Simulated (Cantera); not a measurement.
**Ignition delay**

Mixture: CO : H2 : CH4 : O2 : N2 = 1 : 0.031 : 0.16 : 1.78 : 6.68 (molar parts), at 1.00 bar, adiabatic and at constant pressure. Ignition delay is the time to a rise of 400 K.

Model: GRI-Mech 3.0 (53 species, 325 reactions), integrated in Cantera. Where the delays flatten at high temperature, the 400 K rule measures the pace of heat release, not the induction time.

| T0 (K) | delay (ms) |
|---|---|
| 1025 | 7.37 |
| 1100 | 3.08 |
| 1175 | 1.56 |
| 1250 | 0.887 |
| 1325 | 0.555 |
| 1400 | 0.376 |
| 1475 | 0.272 |
| 1550 | 0.209 |
| 1625 | 0.169 |

- apparent activation energy between 1475 and 1625 K: 64 kJ/mol
